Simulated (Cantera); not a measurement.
# Nitride etching: BN + F₂ + N₂ + H₂O

Input: 1 mol BN, 19 mol F₂, 22 mol N₂, 0.12 mol H₂O, equilibrated at 700 °C and 1.60 Pa.

Method: chemical equilibrium by Gibbs-energy minimisation in Cantera with the NASA 1993 tables (ideal gas, pure condensed phases). Candidate condensed phases: B, BN, B₂O₃, B₃O₃H₃, H₂O; 62 gas species. Rates play no part.

The x(F) comes out as 0.592, the x(N₂) comes out as 0.385 and the x(BF₃) is 0.0171. The x(HF) is 0.00410 and the x(O₂) is 0.00103. The x(F₂) comes out as 0.00101 and the x(NO) is 1.13e-6. The gas amount is 58.50 mol and the log10 activity of B(s) (absent) is -52.75. The log10 activity of B₃O₃H₃(s) (absent) is -175.50.
